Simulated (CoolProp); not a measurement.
Vapour-liquid equilibrium of R227EA (1) + isobutane (2) at -16.95 °C; x and y are mole fractions of (1).

Computed with CoolProp (multi-fluid Helmholtz-energy mixture model, Lemmon 2016 and Bücker 2006; pair parameters Bell 2016).

```
x     bubble pressure (kPa)  y at the bubble point  dew pressure at overall composition x (kPa)  liquid density (mol/L)
----  ---------------------  ---------------------  -------------------------------------------  ----------------------
0.05                  101.3                  0.218                                        86.03                   10.21
0.15                  122.3                  0.394                                        94.57                   10.01
0.25                  131.2                  0.463                                        104.7                   9.823
0.35                  134.8                  0.498                                        116.6                   9.660
0.45                  136.2                  0.521                                        129.5                   9.519
0.55                  136.6                  0.542                                        136.5                   9.399
0.65                  135.8                  0.571                                        130.0                   9.301
0.75                  132.9                  0.616                                        120.5                   9.222
0.85                  125.6                  0.697                                        111.1                   9.160
0.95                  110.6                  0.855                                        102.6                   9.114
```

y crosses x between x = 0.45 and 0.55: the model has an azeotrope there.

The pair parameters rest on a limited set of measurements; away from them the model extrapolates. With so large a gap from Raoult's law the liquid may split in two, which this calculation doesn't test in full.
